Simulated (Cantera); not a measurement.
Charge: 1 mol Fe₃O₄, a varied amount of H₂, 3.5 mol N₂, equilibrated at 752 °C and 7280 Torr.

Method: chemical equilibrium by Gibbs-energy minimisation in Cantera with the NASA 1993 tables (ideal gas, pure condensed phases). Candidate condensed phases: Fe, FeO, Fe(OH)₂, Fe(OH)₃, Fe₂O₃, Fe₃O₄, H₂O; 27 gas species. Kinetics and transport are ignored.

Problem. At 1000 mol H₂, list the 4 most abundant gas species with their mole fractions, and the condensed phases.

Solution. H₂ 0.992, H₂O 0.00399, N₂ 0.00335, NH₃ 0.000275. Condensed: Fe(α).
